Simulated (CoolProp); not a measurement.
CHF3 (R23) along the isobar 687 kPa: Z from the reference equation and from simpler models built on Tc = 26.1 °C, pc = 4832 kPa, ω = 0.263; each cubic takes its own stable root.

Values from CoolProp's reference Helmholtz-energy equation of state, Penoncello 2003.

```csv
T (°C),phase,reference
-8.35,gas,0.9159
2.65,gas,0.9280
13.65,gas,0.9378
24.55,gas,0.9457
35.55,gas,0.9524
46.55,gas,0.9581
57.45,gas,0.9629
68.45,gas,0.9671
79.45,gas,0.9707
```

**Question.** How far does each simpler model (van der Waals, Soave-Redlich-Kwong, Peng-Robinson) lie from the reference over these 9 states: mean and median of the absolute difference, and the worst?

**Answer.** 
- van der Waals: mean 1.0 %, median 0.7 %, worst +2.7 % at -8.35 °C and 687 kPa
- Soave-Redlich-Kwong: mean 0.4 %, median 0.3 %, worst +0.8 % at -8.35 °C and 687 kPa
- Peng-Robinson: mean 0.2 %, median 0.2 %, worst -0.3 % at 46.55 °C and 687 kPa
